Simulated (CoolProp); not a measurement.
Vapour-liquid equilibrium of dimethyl carbonate (1) + n-octane (2) at 0.0226 MPa; x and y are mole fractions of (1).

Model: multi-fluid Helmholtz-energy mixture model, Zhou 2011 and Beckmüller 2019; pair parameters Bell 2016, in CoolProp.

```json
[
 {"x": "0.05", "bubble temperature, mixture model (°C)": "67.9", "bubble temperature, Raoult's law (°C)": "76.4", "y, mixture model": "(withheld)", "y, Raoult's law": "0.142"},
 {"x": "0.125", "bubble temperature, mixture model (°C)": "58.4", "bubble temperature, Raoult's law (°C)": "72.8", "y, mixture model": "0.610", "y, Raoult's law": "0.313"},
 {"x": "0.2", "bubble temperature, mixture model (°C)": "53.5", "bubble temperature, Raoult's law (°C)": "69.6", "y, mixture model": "0.703", "y, Raoult's law": "0.446"},
 {"x": "0.275", "bubble temperature, mixture model (°C)": "(withheld)", "bubble temperature, Raoult's law (°C)": "66.8", "y, mixture model": "0.749", "y, Raoult's law": "0.552"},
 {"x": "0.35", "bubble temperature, mixture model (°C)": "49.4", "bubble temperature, Raoult's law (°C)": "64.3", "y, mixture model": "0.773", "y, Raoult's law": "0.638"},
 {"x": "0.425", "bubble temperature, mixture model (°C)": "48.7", "bubble temperature, Raoult's law (°C)": "62.0", "y, mixture model": "0.786", "y, Raoult's law": "0.710"},
 {"x": "0.5", "bubble temperature, mixture model (°C)": "48.4", "bubble temperature, Raoult's law (°C)": "59.9", "y, mixture model": "0.793", "y, Raoult's law": "0.769"},
 {"x": "0.575", "bubble temperature, mixture model (°C)": "48.2", "bubble temperature, Raoult's law (°C)": "57.9", "y, mixture model": "0.798", "y, Raoult's law": "0.820"},
 {"x": "0.65", "bubble temperature, mixture model (°C)": "(withheld)", "bubble temperature, Raoult's law (°C)": "56.2", "y, mixture model": "0.802", "y, Raoult's law": "0.863"},
 {"x": "0.725", "bubble temperature, mixture model (°C)": "48.0", "bubble temperature, Raoult's law (°C)": "54.5", "y, mixture model": "0.809", "y, Raoult's law": "0.900"},
 {"x": "0.8", "bubble temperature, mixture model (°C)": "47.8", "bubble temperature, Raoult's law (°C)": "53.0", "y, mixture model": "0.824", "y, Raoult's law": "0.932"},
 {"x": "0.875", "bubble temperature, mixture model (°C)": "47.9", "bubble temperature, Raoult's law (°C)": "51.5", "y, mixture model": "(withheld)", "y, Raoult's law": "0.960"},
 {"x": "0.95", "bubble temperature, mixture model (°C)": "48.4", "bubble temperature, Raoult's law (°C)": "50.2", "y, mixture model": "(withheld)", "y, Raoult's law": "0.985"}
]
```

Q: What belongs in the gaps?

A: 
- 0.05, y, mixture model: 0.381
- 0.275, bubble temperature, mixture model (°C): 50.8
- 0.65, bubble temperature, mixture model (°C): 48.1
- 0.875, y, mixture model: 0.854
- 0.95, y, mixture model: 0.918

The largest gap from Raoult's law is -16.1 K in bubble temperature, at x = 0.2. y crosses x between x = 0.8 and 0.875: the model has an azeotrope there.

The pair parameters rest on a limited set of measurements; away from them the model extrapolates. With so large a gap from Raoult's law the liquid may split in two, which this calculation doesn't test in full.
